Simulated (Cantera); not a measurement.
A closed system holds: 1 mol Pb, 6.9 mol CO, 5.7 mol N2, held at 5.40 bar.

Equilibrium computed with Cantera from the NASA thermochemical tables; the gas is ideal and each condensed phase is pure. Candidate condensed phases: C, Pb, PbO, PbO2, Pb3O4; 27 gas species. Kinetics and transport are ignored.

x: gas mole fraction; n: condensed amount in mol.

```csv
T (K),x N2,x CO,x CO2,x Pb,x Pb2,x PbO,x C2N2,n C(graphite),n Pb(l)
723,0.621,0.00664,0.372,5.73e-10,<1e-12,<1e-12,<1e-12,3.42,1.00
873,0.600,___,___,___,<1e-12,<1e-12,<1e-12,___,1.000
1023,0.530,0.298,0.172,4.94e-6,2.18e-11,8.39e-12,<1e-12,1.85,1.000
1173,0.469,0.494,0.0368,7.81e-5,2.20e-9,1.80e-10,1.50e-12,0.447,0.999
1323,0.455,0.538,___,___,___,___,___,___,0.992
1473,0.451,0.544,0.00135,0.00349,1.23e-6,6.84e-9,9.88e-10,0.0171,0.956
1623,0.446,0.540,0.000384,0.0136,1.17e-5,2.43e-8,1.03e-8,0.00490,0.826
```

Fill in the missing entries.


- 1323, x CO2: 0.00618
- 1323, x Pb: 0.000651
- 1323, x Pb2: 7.53e-8
- 1323, x PbO: 1.41e-9
- 1323, x C2N2: 5.51e-11
- 1323, n C(graphite): 0.0775
- 873, x CO: 0.0730
- 873, x CO2: 0.327
- 873, x Pb: 1.18e-7
- 873, n C(graphite): 3.10
